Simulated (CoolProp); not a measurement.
Vapour pressure (bar) of sulfur hexafluoride: the reference equation beside estimates from Tc = 45.6 °C, pc = 37.55 bar, ω = 0.210. Clausius-Clapeyron is anchored at -41.15 °C with a constant enthalpy of vaporisation of 15.63 kJ/mol.

Computed with CoolProp (reference Helmholtz-energy equation of state, Guder 2009).

```tsv
T (°C)	reference	Lee-Kesler	Clausius-Clapeyron	van der Waals	Redlich-Kwong	Peng-Robinson
-41.15	3.260	3.323	3.260	9.161	4.528	3.300
-36.15	3.942	4.018	3.867	10.17	5.359	3.986
-31.15	4.728	4.814	4.556	11.25	6.292	4.775
-26.25	5.605	5.702	5.315	12.38	7.312	5.656
-21.25	6.620	6.727	6.182	13.61	8.465	6.677
-16.35	7.742	7.856	7.127	14.88	9.712	7.805
-11.35	9.025	9.145	8.196	16.25	11.11	9.097
-6.45	10.43	10.55	9.352	17.66	12.61	10.51
```

Absolute difference from the reference over all 8 rows, mean and median: Lee-Kesler 1.6 and 1.7 %, Clausius-Clapeyron 5.6 and 5.9 %, van der Waals 118.1 and 113.2 %, Redlich-Kwong 29.5 and 29.2 %, Peng-Robinson 0.9 and 0.9 %.
